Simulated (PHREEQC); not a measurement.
A column of 0.2 m (30 cells, dispersivity 0.01 m, 60 s a shift, diffusion coefficient 3e-10 m²/s) holds 0.049 eq of the database's cation exchanger X per kg of pore water, first in equilibrium with 0.0039 mol/kgw ZnCl2 and 1e-05 mol/kgw HCl. It is flushed with 2.3 mmol/kgw CdCl2, 71 mmol/kgw SrCl2 and 0.01 mmol/kgw HCl, at 25 °C. Values are for the last cell. CO2 from the air is kept out. Precipitation was switched off in this run.

Model: ion-association model, phreeqc.dat, run in PHREEQC.

### Question
Predict Sr in solution (mol/kgw), Cd in solution (mol/kgw), Zn in solution (mol/kgw), Cl in solution (mol/kgw) at pore volumes = 0.8167, 1.117, 2.917.

### Answer
| pore volumes | Sr in solution (mol/kgw) | Cd in solution (mol/kgw) | Zn in solution (mol/kgw) | Cl in solution (mol/kgw) |
|---|---|---|---|---|
| 0.8167 | 0.000525 | 0.000413 | 0.0245 | 0.0510 |
| 1.117 | 0.0188 | 0.00157 | 0.0318 | 0.104 |
| 2.917 | 0.0709 | 0.00230 | 9.71e-5 | 0.147 |

Complexes and solids missing from the database can't appear.
